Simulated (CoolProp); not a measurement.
Properties of cyclohexane along the isobar 4500 kPa (Tc = 280.5 °C, pc = 4081 kPa, ω = 0.209).

Values from CoolProp's reference Helmholtz-energy equation of state, Zhou 2014.

```
T (°C)          phase  density (kg/m³)  cp (kJ/(kg K))  expansivity (1/kK)  fugacity coefficient
------  -------------  ---------------  --------------  ------------------  --------------------
186.85         liquid            609.4           2.698               2.116                0.2286
199.85         liquid              [?]           2.788                 [?]                   [?]
212.75         liquid              [?]           2.886                 [?]                   [?]
225.75         liquid              [?]           2.999               3.035                0.3726
238.65         liquid            529.7             [?]               3.630                0.4269
251.55         liquid            502.6           3.318               4.607                0.4833
264.55         liquid            468.1           3.623               6.584                0.5413
277.45         liquid            416.8           4.466               13.10                0.5984
290.45  supercritical            227.0           10.33               72.58                0.6491
```

Task: Complete the blanks.

Result: 
- 199.85, density (kg/m³): 592.0
- 199.85, expansivity (1/kK): 2.338
- 199.85, fugacity coefficient: 0.2730
- 212.75, density (kg/m³): 573.4
- 212.75, expansivity (1/kK): 2.629
- 212.75, fugacity coefficient: 0.3208
- 225.75, density (kg/m³): 552.8
- 238.65, cp (kJ/(kg K)): 3.135
